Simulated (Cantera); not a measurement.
Feed: 1 mol B, 28 mol N₂, held at 0.0133 bar.

These are equilibrium values from Cantera (NASA tables, ideal gas, pure condensed phases), not measurements of a reactor. Candidate condensed phases: B, BN; 5 gas species. Equilibrium is a limit: real reactors are often held back by kinetics, nucleation or transport.

Over these rows the condensed part is BN(s). Partial pressures as log10 of bar:

```json
[
 {"T (K)": "2073", "1000/T (1/K)": "0.4824", "log p B": "-7.17", "log p N₂": "-1.88"},
 {"T (K)": "2123", "1000/T (1/K)": "0.4710", "log p B": "-6.69", "log p N₂": "-1.88"},
 {"T (K)": "2173", "1000/T (1/K)": "0.4602", "log p B": "?", "log p N₂": "-1.88"},
 {"T (K)": "2223", "1000/T (1/K)": "0.4498", "log p B": "-5.80", "log p N₂": "-1.88"},
 {"T (K)": "2273", "1000/T (1/K)": "0.4399", "log p B": "-5.39", "log p N₂": "-1.88"},
 {"T (K)": "2323", "1000/T (1/K)": "0.4305", "log p B": "-5.00", "log p N₂": "-1.88"}
]
```

### Question
Fit log p(B) = a + b·(1000/T) to the five rows, give the apparent enthalpy, and predict the row at 2173 K.

### Answer
Means: 1000/T = 0.4547, log p = -6.010. Sxy = -0.077863, Sxx = 0.0018617, so b = -41.82 and a = -6.010 − (-41.82)×0.4547 = 13.01.
Apparent enthalpy: −19.145 × (-41.82) = 801 kJ/mol. With the condensed phases at unit activity, BN(s) = B(g) + 1/2 N₂(g) links this pressure to the main gases: over the six rows their terms move log p by +0.00 in all, so the slope is close to that reaction's ΔH°. The five rows lie within 0.01 of the line.
Prediction at 2173 K: 13.01 + (-41.82)×0.4602 = -6.24. The computed value is -6.24, 0.00 from the line.
